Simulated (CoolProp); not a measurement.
Properties of R113 along the isotherm 500 K.

Values from CoolProp's reference Helmholtz-energy equation of state, Marx 1992.

```json
[
 {"p (kPa)": "363", "phase": "gas", "density (kg/m³)": "16.93", "isothermal compressibility (1/MPa)": "2.853"},
 {"p (kPa)": "727", "phase": "gas", "density (kg/m³)": "35.21", "isothermal compressibility (1/MPa)": "1.483"},
 {"p (kPa)": "1090", "phase": "gas", "density (kg/m³)": "54.99", "isothermal compressibility (1/MPa)": "1.036"},
 {"p (kPa)": "1450", "phase": "gas", "density (kg/m³)": "76.53", "isothermal compressibility (1/MPa)": "0.8222"},
 {"p (kPa)": "1820", "phase": "gas", "density (kg/m³)": "101.2", "isothermal compressibility (1/MPa)": "0.7007"},
 {"p (kPa)": "2180", "phase": "gas", "density (kg/m³)": "128.6", "isothermal compressibility (1/MPa)": "0.6347"},
 {"p (kPa)": "2540", "phase": "gas", "density (kg/m³)": "160.6", "isothermal compressibility (1/MPa)": "0.6052"},
 {"p (kPa)": "2910", "phase": "gas", "density (kg/m³)": "200.9", "isothermal compressibility (1/MPa)": "0.6131"},
 {"p (kPa)": "3270", "phase": "gas", "density (kg/m³)": "252.9", "isothermal compressibility (1/MPa)": "0.6797"},
 {"p (kPa)": "3630", "phase": "supercritical", "density (kg/m³)": "333.7", "isothermal compressibility (1/MPa)": "0.9086"},
 {"p (kPa)": "4000", "phase": "supercritical", "density (kg/m³)": "528.6", "isothermal compressibility (1/MPa)": "1.518"},
 {"p (kPa)": "4360", "phase": "supercritical", "density (kg/m³)": "733.4", "isothermal compressibility (1/MPa)": "0.4241"},
 {"p (kPa)": "4720", "phase": "supercritical", "density (kg/m³)": "809.8", "isothermal compressibility (1/MPa)": "0.1859"},
 {"p (kPa)": "5090", "phase": "supercritical", "density (kg/m³)": "854.6", "isothermal compressibility (1/MPa)": "0.1156"}
]
```
